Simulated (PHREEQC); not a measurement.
A PHREEQC input (ion-association model, phreeqc.dat):

```
SOLUTION 1
  temp 48
  units mg/L
  pH 5.94
  pe 11.7
  Na 1.46
  K 0.00256
  Ca 5.4
  Mg 0.113
  Cl 3.92
  S(6) 1.34 as SO4
  Alkalinity 11.7 as HCO3
  Li 0.0046
  Sr 0.101
END
USE solution 1
EQUILIBRIUM_PHASES 1
  Quartz 0 0.5
  Gypsum 0 0
  CO2(g) 3.4 10
END
```

The run finishes without an error or a warning.

Its last state differs from that of the intended input:

```tsv
quantity	as run	intended
pH	2.78	7.64
ionic strength (mol/kgw)	0.00221	0.000490
HCO3- (mol/kgw)	0.00192	0.000185
CO2 (mol/kgw)	6.75	8.04e-6
H3SiO4- (mol/kgw)	3.01e-11	2.83e-6
CO3-2 (mol/kgw)	9.00e-11	5.69e-7
```

**Question.** One thing in the input isn't as intended. What explains the difference?

**Answer.** This is not unique; one that fits is The fault: the CO2 pressure typed with the wrong sign of its logarithm. The line should read `CO2(g) -3.4` where the input has `CO2(g) 3.4`.
